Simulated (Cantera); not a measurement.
# Carbothermic reduction: PbO + CO + H2

Charge: 1 mol PbO, 9 mol CO, 0.42 mol H2, equilibrated at 11.0 mbar.

Method: chemical equilibrium by Gibbs-energy minimisation in Cantera with the NASA 1993 tables (ideal gas, pure condensed phases). Candidate condensed phases: C, C6H6, C7H8, C8H18, H2O, Pb, PbO, PbO2, Pb3O4; 113 gas species. Rates play no part.

```
T (K)   x CO   x CO2      x Pb    x H2       x H    x H2O  n Pb(l)
-----  -----  ------  --------  ------  --------  -------  -------
975    0.852   0.103  0.000833  0.0414   2.22e-9  0.00313    0.992
1125   0.840  0.0993    0.0172  0.0388   8.34e-8  0.00504    0.835
1275   0.774  0.0895    0.0960  0.0338   1.29e-6  0.00650        0
1425   0.776  0.0877    0.0960  0.0321   1.16e-5  0.00824        0
1575   0.778  0.0862    0.0959  0.0305   6.92e-5  0.00980        0
1725   0.779  0.0848    0.0959  0.0290  0.000302   0.0111        0
1875   0.780  0.0836    0.0958  0.0276   0.00104   0.0122        0
2025   0.780  0.0826    0.0956  0.0259   0.00295   0.0128        0
2175   0.779  0.0817    0.0952  0.0235   0.00714   0.0128        0
2325   0.776  0.0801    0.0944  0.0200    0.0148   0.0118        0
```
x: gas mole fraction; n: condensed amount in mol.

From 975 K to 1125 K the condensed part is Pb(l). From 1275 K to 2325 K nothing is condensed. The main Pb-bearing gas is Pb throughout.
